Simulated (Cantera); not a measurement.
Input: 1 mol Zr, 0.52 mol N2O, 16 mol H2, equilibrated at 2377 °C and 10000 Pa.

Equilibrium computed with Cantera from the NASA thermochemical tables; the gas is ideal and each condensed phase is pure. Candidate condensed phases: H2O, Zr, ZrN, ZrO2; 28 gas species. Mutual solubility and eutectic melting of coexisting phases are not modelled. ZrN: taken at fixed stoichiometry. Condensed phases not in the tables: solid solutions among these carbides, nitrides and lower oxides. Equilibrium is a limit: real reactors are often held back by kinetics, nucleation or transport.

Base state: H2 0.853, H 0.137, N2 0.00894, ZrO 0.00137, H2O 0.000193, ZrO2 2.83e-5, Zr 1.89e-5 (mole fractions); condensed: ZrN(s) + ZrO2(s).

Task: What changes in the equilibrium state with this change: N2O from 0.52 to 4 mol?

Result: 
```
species         before     after
------------  --------  --------
H2               0.853     0.603
N2             0.00894     0.188
H                0.137     0.115
H2O           0.000193    0.0891
ZrO2           2.83e-5   2.83e-5
O2               <1e-9   3.04e-5
Zr             1.89e-5     <1e-9
NO             5.79e-8  0.000173
ZrN(s), mol      0.730         0
ZrO2(s), mol     0.246     0.999
```
